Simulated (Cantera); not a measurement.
# Pyrogenic steam for wet oxidation

An isothermal, constant-pressure homogeneous reactor starts with 21.9 % H2, 15.6 % O2, 62.5 % N2, equivalence ratio 0.70, at 948 K and 90.0 Torr.

Detailed kinetics in Cantera: GRI-Mech 3.0 (53 species, 325 reactions). Radical loss at walls, strong at low pressure, is not modelled. Below about 950 K walls govern HO2 and H2O2 in real vessels. The temperature is held fixed by assumption; the heat of reaction is taken as removed at once.

| t (s) | x H2 | x O2 | x NO2 | x HO2 | x N2O | x H2O |
|---|---|---|---|---|---|---|
| 5.00e-5 | 0.219 | 0.156 | <1e-12 | 3.50e-11 | <1e-12 | 8.53e-12 |
| 0.000125 | 0.219 | 0.156 | <1e-12 | 9.73e-11 | <1e-12 | 8.31e-11 |
| 0.000313 | 0.219 | 0.156 | <1e-12 | 4.17e-10 | <1e-12 | 1.34e-9 |
| 0.000783 | 0.219 | 0.156 | <1e-12 | 2.92e-8 | <1e-12 | 1.88e-7 |
| 0.00196 | 0.181 | 0.141 | <1e-12 | 1.71e-5 | 2.64e-10 | 0.0294 |
| 0.00490 | 0.00434 | 0.0546 | 6.39e-10 | 1.47e-5 | 5.86e-9 | 0.240 |
| 0.0122 | 0.00125 | 0.0532 | 8.37e-9 | 9.74e-6 | 7.07e-9 | 0.244 |
| 0.0306 | 0.000471 | 0.0528 | 3.24e-8 | 6.05e-6 | 7.68e-9 | 0.245 |
| 0.0766 | 0.000164 | 0.0527 | 8.83e-8 | 3.02e-6 | 8.04e-9 | 0.245 |
| 0.192 | 4.68e-5 | 0.0527 | 1.68e-7 | 1.08e-6 | 8.23e-9 | 0.246 |
| 0.479 | 8.71e-6 | 0.0526 | 2.10e-7 | 2.25e-7 | 8.32e-9 | 0.246 |
| 1.20 | 7.97e-7 | 0.0526 | 1.57e-7 | 2.53e-8 | 8.36e-9 | 0.246 |
| 3.00 | 3.38e-8 | 0.0526 | 7.02e-8 | 2.97e-9 | 8.38e-9 | 0.246 |
x: mole fraction; the columns are a selection and need not sum to one.

Equilibrium at this temperature and pressure: H2 5.31e-11, O2 0.0526, NO2 1.11e-7, HO2 1.27e-10, N2O 2.31e-10, H2O 0.246 (gas phase only).
